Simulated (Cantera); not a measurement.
An adiabatic, constant-volume homogeneous reactor starts with CH4 : C2H6 : O2 : N2 = 1 : 0.042 : 2.47 : 9.28 (molar parts), at 1700 K and 1.30 bar.

Cantera simulation using GRI-Mech 3.0 (53 species, 325 reactions); the numbers are that mechanism's predictions, not measurements.

Predict: time of steepest temperature rise; temperature at 3.00 s; equilibrium temperature; x(O2) at 3.00 s; x(H2O2) at 3.00 s; x(H2) at 3.00 s.


| Quantity | Result |
|---|---|
| time of steepest temperature rise | 68.8 µs |
| temperature at 3.00 s | 2935 K |
| equilibrium temperature | 2935 K |
| x(O2) at 3.00 s | 0.0338 (gas-phase equilibrium 0.0338) |
| x(H2O2) at 3.00 s | 5.48e-7 (gas-phase equilibrium 5.48e-7) |
| x(H2) at 3.00 s | 0.0158 (gas-phase equilibrium 0.0158) |
